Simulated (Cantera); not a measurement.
What does this Cantera script print?

```python
import numpy as np
import cantera as ct

gas_names = [...]  # 169 gases of nasa_gas.yaml made of C, H, N, O
cond_names = """
    C(gr) C6H6(L) C7H8(L) C8H18(L),n-octa H2O(s) H2O(L)
""".split()


# ... load() reads the species with a 1 bar reference pressure and builds the phases ...
atoms = {
    'C2H6': {'C': 2, 'H': 6},
    'CO2': {'C': 1, 'O': 2},
    'N2': {'N': 2},
    'H2O': {'H': 2, 'O': 1},
}
top_T = {'C(gr)': 4500}  # K; cautious upper limits of use, not melting points


# ... equilibrate(T, P, feed) seeds the gas with the atoms and calls Mixture.equilibrate('TP', solver="vcs", rtol=1e-11, max_steps=5000) ...
results = []
feed = {'C2H6': 1, 'CO2': 0.023, 'N2': 1, 'H2O': 2}  # mol
P = 100000  # Pa
for T in [2500, 3000, 3500, 4000, 4500, 5000]:
    mix = equilibrate(T, P, feed)
    results.append((T, P, feed, dict(zip(mix.species_names, mix.species_moles))))
    x = sorted(zip(gas.X, gas.species_names), reverse=True)
    print(f"T = {T:g} K  P = {P:g} Pa  gas = {mix.phase_moles(0):.4g} mol")
    print("   x: " + "  ".join(f"{s} {v:.3e}" for v, s in x if v > 0.001))
    print("   condensed (mol): " + ("  ".join(f"{mix.phase(i).name} {mix.phase_moles(i):.4g}"
          for i in range(1, mix.n_phases) if mix.phase_moles(i) > 1e-12) or "none"))
```

It prints:

```
T = 2500 K  P = 100000 Pa  gas = 8.102 mol
   x: H2 6.047e-01  CO 2.495e-01  N2 1.234e-01  H 1.955e-02  H2O 2.672e-03
   condensed (mol): none
T = 3000 K  P = 100000 Pa  gas = 8.512 mol
   x: H2 5.276e-01  CO 2.375e-01  N2 1.175e-01  H 1.147e-01  H2O 2.382e-03
   condensed (mol): none
T = 3500 K  P = 100000 Pa  gas = 9.703 mol
   x: H 3.449e-01  H2 3.412e-01  CO 2.084e-01  N2 1.030e-01  H2O 1.296e-03
   condensed (mol): none
T = 4000 K  P = 100000 Pa  gas = 11.45 mol
   x: H 5.945e-01  CO 1.766e-01  H2 1.391e-01  N2 8.703e-02  O 1.252e-03
   condensed (mol): none
T = 4500 K  P = 100000 Pa  gas = 12.53 mol
   x: H 7.127e-01  CO 1.608e-01  N2 7.837e-02  H2 4.248e-02  N 2.520e-03  O 2.151e-03
   condensed (mol): none
T = 5000 K  P = 100000 Pa  gas = 12.97 mol
   x: H 7.439e-01  CO 1.522e-01  N2 7.224e-02  H2 1.338e-02  N 8.911e-03  O 5.230e-03  C 3.057e-03
   condensed (mol): none
```

Equilibrium computed with Cantera from the NASA thermochemical tables; the gas is ideal and each condensed phase is pure.
